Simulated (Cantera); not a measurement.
# Ammonia decomposition in nitride growth gas

An isothermal, constant-pressure homogeneous reactor starts with NH3 : H2 = 1 : 5.8 (molar parts), at 1798 K and 1.00 bar.

Model: the gas-phase N/H chemistry of the illustrative SiF4/NH3 mechanism in the Surface Chemkin manual (1991), integrated in Cantera. Walls and surfaces, which speed up NH3 decomposition in real reactors, are not modelled.

```json
[
 {"t (s)": "2.00e-6", "x NH3": "0.147", "x H2": "0.853", "x N2H4": "<1e-12", "x NH2": "1.81e-7", "x N2H2": "<1e-12", "x H": "3.72e-7"},
 {"t (s)": "1.12e-5", "x NH3": "0.147", "x H2": "0.853", "x N2H4": "2.65e-12", "x NH2": "9.89e-7", "x N2H2": "4.74e-12", "x H": "2.12e-6"},
 {"t (s)": "6.32e-5", "x NH3": "0.147", "x H2": "0.853", "x N2H4": "8.75e-11", "x NH2": "5.52e-6", "x N2H2": "2.06e-10", "x H": "1.20e-5"},
 {"t (s)": "0.000356", "x NH3": "0.147", "x H2": "0.853", "x N2H4": "2.66e-9", "x NH2": "3.03e-5", "x N2H2": "8.07e-9", "x H": "6.58e-5"},
 {"t (s)": "0.00200", "x NH3": "0.147", "x H2": "0.853", "x N2H4": "2.61e-8", "x NH2": "9.50e-5", "x N2H2": "1.15e-7", "x H": "0.000206"},
 {"t (s)": "0.0112", "x NH3": "0.145", "x H2": "0.854", "x N2H4": "2.79e-8", "x NH2": "9.82e-5", "x N2H2": "1.25e-7", "x H": "0.000216"},
 {"t (s)": "0.0632", "x NH3": "0.137", "x H2": "0.859", "x N2H4": "2.53e-8", "x NH2": "9.36e-5", "x N2H2": "1.14e-7", "x H": "0.000220"},
 {"t (s)": "0.356", "x NH3": "0.100", "x H2": "0.879", "x N2H4": "1.55e-8", "x NH2": "7.33e-5", "x N2H2": "7.09e-8", "x H": "0.000241"},
 {"t (s)": "2.00", "x NH3": "0.0330", "x H2": "0.917", "x N2H4": "2.38e-9", "x NH2": "2.87e-5", "x N2H2": "1.14e-8", "x H": "0.000298"}
]
```
x: mole fraction; the columns are a selection and need not sum to one.

Equilibrium at this temperature and pressure: NH3 6.66e-6, H2 0.936, N2H4 <1e-12, NH2 6.52e-9, N2H2 <1e-12, H 0.000343 (gas phase only).
